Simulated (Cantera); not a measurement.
Ammonia decomposition in nitride growth gas

A perfectly stirred reactor is fed with NH3 : H2 = 1 : 3.1 (molar parts), at 1.00 bar; it is held at 1575 K, and followed from long to short residence time.

Computed with Cantera and the gas-phase N/H chemistry of the illustrative SiF4/NH3 mechanism in the Surface Chemkin manual (1991). Walls and surfaces, which speed up NH3 decomposition in real reactors, are not modelled.

| τ (s) | x NH3 | x H2 | x N2H2 | x N2H4 | x NH2 | x N |
|---|---|---|---|---|---|---|
| 6.2 | 0.212 | 0.775 | 2.35e-8 | 1.54e-8 | 1.99e-5 | 1.41e-9 |
| 1.8 | 0.233 | 0.763 | 2.82e-8 | 1.83e-8 | 2.17e-5 | 1.51e-9 |
| 0.53 | 0.240 | 0.758 | 2.99e-8 | 1.93e-8 | 2.23e-5 | 1.54e-9 |
| 0.16 | 0.243 | 0.757 | 3.00e-8 | 1.94e-8 | 2.23e-5 | 1.51e-9 |
| 0.046 | 0.244 | 0.756 | 2.85e-8 | 1.85e-8 | 2.18e-5 | 1.40e-9 |
| 0.013 | 0.244 | 0.756 | 2.33e-8 | 1.53e-8 | 1.98e-5 | 1.05e-9 |
| 0.0039 | 0.244 | 0.756 | 1.22e-8 | 8.28e-9 | 1.46e-5 | 4.20e-10 |
| 0.0012 | 0.244 | 0.756 | 2.46e-9 | 1.77e-9 | 6.75e-6 | 4.19e-11 |
x: mole fraction; the columns are a selection and need not sum to one.
